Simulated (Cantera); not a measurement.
## Silicon nitride deposition: trisilylamine + N2 + NH3

Feed: 1 mol trisilylamine, 1 mol N2, 1 mol NH3, at 0.0450 bar.

These are equilibrium values from Cantera (NASA tables, ideal gas, pure condensed phases), not measurements of a reactor. Candidate condensed phases: Si, Si3N4; 18 gas species. The feed counts by its element totals alone. Mutual solubility and eutectic melting of coexisting phases are not modelled. The tables' values for SiN are old estimates; treat these amounts as uncertain. Gases not in the tables: Si2H6 and higher silanes. The numbers say what is thermodynamically allowed, not how fast it happens.

```csv
T (K),log p H2,log p N2,log p H,log p Si,n Si(s),n Si3N4(s),n Si(l)
1498,-1.35,-4.34,-5.44,-8.00,0.00911,0.997,0
1548,-1.35,-3.93,-5.19,-7.50,0.0237,0.992,0
1598,-1.35,-3.54,-4.95,-7.03,0.0581,0.981,0
1648,-1.35,-3.18,-4.73,-6.59,0.135,0.955,0
1698,-1.36,-2.82,-4.52,-6.18,0,0.896,0.311
1748,-1.38,-2.44,-4.33,-5.84,0,0.733,0.800
1798,-1.44,-2.07,-4.17,-5.51,0,0.298,2.10
1848,-1.47,-1.95,-4.01,-5.20,0,0,3.00
1898,-1.47,-1.95,-3.84,-4.91,0,0,3.00
1948,-1.47,-1.95,-3.68,-4.63,0,0,2.99
1998,-1.48,-1.95,-3.53,-4.37,0,0,2.99
```
log p: log10 of the partial pressure in bar; n: condensed amount in mol.

From 1498 K to 1648 K the condensed part is Si(s) + Si3N4(s). From 1698 K to 1798 K the condensed part is Si(l) + Si3N4(s). From 1848 K to 1998 K the condensed part is Si(l). The main Si-bearing gas is SiH2 at 1498 K and Si at 1998 K.
